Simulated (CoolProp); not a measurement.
Properties of ethanol along the isotherm 208.15 °C.

The numbers come from the reference Helmholtz-energy equation of state, Schroeder 2014 in CoolProp.

```tsv
p (kPa)	phase	cv (kJ/(kg K))	isothermal compressibility (1/MPa)	viscosity (µPa s)
9.91	gas	1.844	101.0	14.2
20.4	gas	1.846	49.09	14.2
41.8	gas	1.849	23.99	14.2
85.8	gas	1.855	11.72	14.2
176	gas	1.868	5.750	14.2
362	gas	1.895	2.833	14.2
743	gas	1.952	1.422	14.3
1530	gas	2.084	0.7469	14.4
3130	gas	2.444	0.5054	14.9
```

Viscosity comes from a separate model (Kiselev 2005).
